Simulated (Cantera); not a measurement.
# ZrO₂ + H₂ + N₂ (hydrogen reduction and annealing atmospheres)

Input: 1 mol ZrO₂, 24 mol H₂, 1 mol N₂, at 1625 K and 140 Pa.

Equilibrium computed with Cantera from the NASA thermochemical tables; the gas is ideal and each condensed phase is pure. Candidate condensed phases: H₂O, Zr, ZrN, ZrO₂; 28 gas species. Kinetics and transport are ignored.

| Property | Result |
|---|---|
| x(H₂) | 0.958 |
| x(N₂) | 0.0400 |
| x(H) | 0.00185 |
| x(H₂O) | 4.58e-6 |
| n(ZrO₂(tetragonal)) | 1.000 mol |
| gas amount | 25.02 mol |
| log10 activity of Zr(β) (absent) | -4.79 |
